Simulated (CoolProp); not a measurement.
A single-stage vapour-compression cycle with the fluid: evaporating at 320.15 K (dew point), condensing at 374.15 K (bubble point), superheat 0 K, subcooling 5 K, compressor efficiency 0.8, no pressure losses. The same conditions are run with several fluids, on thermodynamics alone (safety and materials aside).

Computed with CoolProp (reference Helmholtz-energy equation of state of each fluid (R113: Marx 1992; n-perfluoropentane: Gao 2022; R11: Jacobsen 1992; sulfur dioxide: Gao 2016; R1233zd(E): Akasaka 2022; R141b: Lemmon 2006)).

Q: Rank R113, n-perfluoropentane, R11, sulfur dioxide, R1233zd(E), R141b by cooling COP, highest first.

A: R11 (3.95), R141b (3.92), sulfur dioxide (3.81), R113 (3.79), R1233zd(E) (3.62), n-perfluoropentane (2.32)

```csv
fluid,pressure ratio,discharge temperature (K),refrigerating effect (kJ/kg),volumetric capacity (kJ/m³)
R113,4.50,374.1,97.0,707
n-perfluoropentane,4.25,374.1,28.8,634
R11,3.89,383.3,126,1500
sulfur dioxide,3.67,436.2,258,5380
R1233zd(E),3.97,374.2,115,1660
R141b,4.16,377.7,155,1200
```

The compression ends wet for: R113; n-perfluoropentane; R1233zd(E).
